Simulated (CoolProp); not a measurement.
Vapour pressure (kPa) of n-nonane: the reference equation beside estimates from Tc = 321.4 °C, pc = 2282 kPa, ω = 0.443.

Computed with CoolProp (reference Helmholtz-energy equation of state, Lemmon 2006). It is a short technical equation, of lower accuracy than the large ones.

```tsv
T (°C)	reference	Redlich-Kwong	Peng-Robinson
184.25	227.7	422.1	228.4
196.45	295.8	512.1	297.0
208.55	377.7	613.7	379.7
220.65	475.9	728.3	479.1
232.75	592.3	856.7	597.4
244.85	729.3	999.5	736.9
256.95	889.3	1158	899.9
269.15	1077	1333	1091
281.25	1292	1524	1309
293.35	1540	1731	1560
305.45	1827	1957	1846
```

Absolute difference from the reference over all 11 rows, mean and median: Redlich-Kwong 40.7 and 37.0 %, Peng-Robinson 0.9 and 1.0 %.
